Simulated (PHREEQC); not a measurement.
A PHREEQC speciation (ion-association model, wateq4f.dat) at 25 °C gives pH 2.17 and these molalities:

```
species     mol/kgw
---------  --------
Cu+2         0.0751
CuSO4        0.0646
SO4-2        0.0613
BF4-         0.0202
HSO4-        0.0143
H+          0.00854
HF          0.00583
H3BO3       0.00140
BF3OH-      0.00119
F-         0.000921
Na+        0.000501
CuF+       0.000337
BF2(OH)2-  0.000259
H2F2        9.46e-5
NaSO4-      3.90e-5
HF2-        2.20e-5
BF(OH)3-    5.78e-7
NaF         1.21e-7
CuOH+       4.73e-8
```

What are the element totals, and what could have been dissolved in 1 kg of water to give them?

This is not unique; one that fits is totals B 0.0230, Cu(2) 0.140, F 0.0920, Na 0.000540, S(6) 0.140 mol/kgw, from 140 mmol/kgw CuSO4, 23 mmol/kgw HBF4 and 0.27 mmol/kgw Na2SO4.

No solid was allowed to form. Real BF4- forms and hydrolyses slowly; the run takes it at equilibrium.
